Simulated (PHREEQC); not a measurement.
Dissolve 0.25 mol/kgw K2CO3, 0.0079 mol/kgw Na2SO4 and 8.9e-05 mol/kgw H4SiO4 at 25 °C. Closed to the air; pH follows from the charge balance.

All values are PHREEQC results (ion-association model, phreeqc.dat), not measurements.

```yaml
pH: 11.48
ionic_strength: 0.748 mol/kgw
activity_of_water: 0.987
density: 1.028 g/cm³
total_alkalinity: 500 meq/kg
```

| species | molality | activity | log γ |
|---|---|---|---|
| K+ | 0.497 | 0.307 | -0.210 |
| CO3-2 | 0.238 | 0.0478 | -0.696 |
| Na+ | 0.00852 | 0.00613 | -0.143 |
| NaCO3- | 0.00723 | 0.00546 | -0.122 |
| HCO3- | 0.00507 | 0.00340 | -0.174 |
| SO4-2 | 0.00504 | 0.000878 | -0.759 |
| OH- | 0.00499 | 0.00300 | -0.221 |
| KSO4- | 0.00282 | 0.00189 | -0.174 |
| H3SiO4- | 8.28e-5 | 5.15e-5 | -0.206 |
| NaSO4- | 4.03e-5 | 2.70e-5 | -0.174 |
| NaHCO3 | 9.86e-6 | 1.17e-5 | 0.075 |

This is a speciation only: nothing precipitates in the calculation. Ionic strength above about 0.7 mol/kgw puts this run outside the model's range.
